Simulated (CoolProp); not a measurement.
C3F8 (R218) along the isobar 0.577 MPa: density (kg/m³) from the reference equation and from simpler models built on Tc = 345.0 K, pc = 2.640 MPa, ω = 0.317; each cubic takes its own stable root.

Computed with CoolProp (reference Helmholtz-energy equation of state, Lemmon 2006). It is a short technical equation, of lower accuracy than the large ones.

```json
[
 {"T (K)": "135.3", "phase": "liquid", "reference": "1974", "van der Waals": "1201", "Redlich-Kwong": "1788"},
 {"T (K)": "154.3", "phase": "liquid", "reference": "1907", "van der Waals": "1170", "Redlich-Kwong": "1739"},
 {"T (K)": "173.3", "phase": "liquid", "reference": "1841", "van der Waals": "1136", "Redlich-Kwong": "1685"},
 {"T (K)": "192.3", "phase": "liquid", "reference": "1775", "van der Waals": "1100", "Redlich-Kwong": "1625"},
 {"T (K)": "211.3", "phase": "liquid", "reference": "1708", "van der Waals": "1061", "Redlich-Kwong": "1559"},
 {"T (K)": "230.3", "phase": "liquid", "reference": "1637", "van der Waals": "1017", "Redlich-Kwong": "1485"},
 {"T (K)": "249.4", "phase": "liquid", "reference": "1562", "van der Waals": "62.55", "Redlich-Kwong": "1400"},
 {"T (K)": "268.4", "phase": "liquid", "reference": "1479", "van der Waals": "56.11", "Redlich-Kwong": "1303"},
 {"T (K)": "287.4", "phase": "gas", "reference": "54.27", "van der Waals": "51.08", "Redlich-Kwong": "52.79"},
 {"T (K)": "306.4", "phase": "gas", "reference": "48.55", "van der Waals": "47.00", "Redlich-Kwong": "48.06"}
]
```

At some of these states van der Waals gives the other phase, because its saturation line lies elsewhere.
